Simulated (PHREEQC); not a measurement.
Dissolve 46 mmol/kgw HF, 0.81 mmol/kgw KF and 20 mmol/kgw HCl at 25 °C. Closed to the air; pH follows from the charge balance.

Equilibrium calculation in PHREEQC: ion-association model, phreeqc.dat.

This is a speciation only: nothing precipitates in the calculation.

### Question
Order these F species by the share of F that they hold, largest first: F-, HF, HF2-.

### Answer
HF (95 %), F- (3.9 %), HF2- (1.3 %)

The pH is 1.72 and the ionic strength 0.0221 mol/kgw. Complexes and solids missing from the database can't appear.
